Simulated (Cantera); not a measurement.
Feed: 1 mol C2H6, 0.04 mol O2, held at 10.0 mbar.

Method: chemical equilibrium by Gibbs-energy minimisation in Cantera with the NASA 1993 tables (ideal gas, pure condensed phases). Candidate condensed phases: C, C6H6, C7H8, C8H18, H2O; 110 gas species. Equilibrium is a limit: real reactors are often held back by kinetics, nucleation or transport.

x: gas mole fraction; n: condensed amount in mol.

```json
[
 {"T (K)": "2473", "x H2": "0.773", "x H": "0.196", "x CO": "0.0234", "x C3": "3.25e-5", "x C2H2 (acetylene)": "0.00745", "n C(graphite)": "1.87"},
 {"T (K)": "2523", "x H2": "0.731", "x H": "0.238", "x CO": "0.0229", "x C3": "7.09e-5", "x C2H2 (acetylene)": "0.00870", "n C(graphite)": "1.86"},
 {"T (K)": "2573", "x H2": "0.683", "x H": "[?]", "x CO": "0.0223", "x C3": "[?]", "x C2H2 (acetylene)": "[?]", "n C(graphite)": "1.84"},
 {"T (K)": "2623", "x H2": "0.631", "x H": "0.335", "x CO": "0.0216", "x C3": "0.000307", "x C2H2 (acetylene)": "0.0112", "n C(graphite)": "1.83"},
 {"T (K)": "2673", "x H2": "[?]", "x H": "[?]", "x CO": "0.0209", "x C3": "[?]", "x C2H2 (acetylene)": "[?]", "n C(graphite)": "1.81"},
 {"T (K)": "2723", "x H2": "0.518", "x H": "0.446", "x CO": "0.0201", "x C3": "0.00119", "x C2H2 (acetylene)": "0.0133", "n C(graphite)": "1.79"},
 {"T (K)": "2773", "x H2": "0.458", "x H": "0.503", "x CO": "0.0193", "x C3": "0.00226", "x C2H2 (acetylene)": "0.0140", "n C(graphite)": "1.75"},
 {"T (K)": "2823", "x H2": "0.399", "x H": "0.560", "x CO": "0.0185", "x C3": "0.00418", "x C2H2 (acetylene)": "0.0144", "n C(graphite)": "1.71"},
 {"T (K)": "2873", "x H2": "0.341", "x H": "0.613", "x CO": "0.0177", "x C3": "0.00757", "x C2H2 (acetylene)": "0.0144", "n C(graphite)": "1.63"},
 {"T (K)": "2923", "x H2": "0.285", "x H": "0.661", "x CO": "0.0169", "x C3": "0.0134", "x C2H2 (acetylene)": "0.0141", "n C(graphite)": "1.51"},
 {"T (K)": "2973", "x H2": "0.233", "x H": "0.701", "x CO": "0.0160", "x C3": "0.0233", "x C2H2 (acetylene)": "0.0134", "n C(graphite)": "1.31"}
]
```

### Question
Complete the blanks.

### Answer

- 2673, x H2: 0.576
- 2673, x H: 0.389
- 2673, x C3: 0.000613
- 2673, x C2H2 (acetylene): 0.0123
- 2573, x H: 0.284
- 2573, x C3: 0.000150
- 2573, x C2H2 (acetylene): 0.00996
